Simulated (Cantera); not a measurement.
Feed: 1 mol CS2, 1.8 mol H2O, 0.089 mol O2, at 1275 K and 100 Torr.

Cantera equilibrium calculation (NASA polynomials, part measured and part estimated; ideal gas, pure solids and liquids). Candidate condensed phases: C, C6H6, C7H8, C8H18, H2O, H2SO4, S; 123 gas species. Gases not in the tables: S3 to S7. Rates play no part.

Base state: H2S 0.245, S2 0.168, H2O 0.163, CO 0.161, CO2 0.126, H2 0.125, COS 0.0101, SH 0.000821 (mole fractions); condensed: gas only.

**Question.** What changes in the equilibrium state with this change: CS2 replaced by H2S?

**Answer.** 
```json
[
 {"species": "H2O", "before": "0.163", "after": "0.632"},
 {"species": "H2S", "before": "0.245", "after": "0.161"},
 {"species": "H2", "before": "0.125", "after": "0.120"},
 {"species": "CO", "before": "0.161", "after": "0"},
 {"species": "CO2", "before": "0.126", "after": "0"},
 {"species": "COS", "before": "0.0101", "after": "0"},
 {"species": "S2", "before": "0.168", "after": "0.0787"},
 {"species": "CS2", "before": "0.000193", "after": "0"},
 {"species": "SO2", "before": "0.000578", "after": "0.00645"},
 {"species": "SO", "before": "3.93e-5", "after": "0.000109"},
 {"species": "S2O", "before": "0.000201", "after": "0.000380"}
]
```

**Question.** What changes in the equilibrium state with this change: temperature from 1275 K to 2650 K?

**Answer.** 
| species | before | after |
|---|---|---|
| H2 | 0.125 | 0.275 |
| CO | 0.161 | 0.220 |
| S2 | 0.168 | 0.117 |
| H2S | 0.245 | 0.00534 |
| CO2 | 0.126 | 0.00962 |
| H | 7.14e-7 | 0.0673 |
| S | 2.12e-6 | 0.0744 |
| SO | 3.93e-5 | 0.0846 |
| COS | 0.0101 | 0.000173 |
| SH | 0.000821 | 0.0379 |
| SO2 | 0.000578 | 0.0227 |
| H2O | 0.163 | 0.0792 |
| O | <1e-9 | 0.000742 |
| OH | 1.08e-8 | 0.00472 |
| O2 | <1e-9 | 8.67e-5 |
| CS2 | 0.000193 | 7.23e-7 |
| S2O | 0.000201 | 0.000777 |

**Question.** What changes in the equilibrium state with this change: O2 from 0.089 to 2.3 mol?

**Answer.** 
| species | before | after |
|---|---|---|
| H2O | 0.163 | 0.382 |
| SO2 | 0.000578 | 0.306 |
| CO2 | 0.126 | 0.215 |
| H2S | 0.245 | 0.0119 |
| COS | 0.0101 | 0.000357 |
| CO | 0.161 | 0.00931 |
| H2 | 0.125 | 0.00996 |
| S2 | 0.168 | 0.0626 |
| CS2 | 0.000193 | 1.41e-7 |
| SO | 3.93e-5 | 0.000707 |
| S2O | 0.000201 | 0.00221 |
| SH | 0.000821 | 0.000141 |
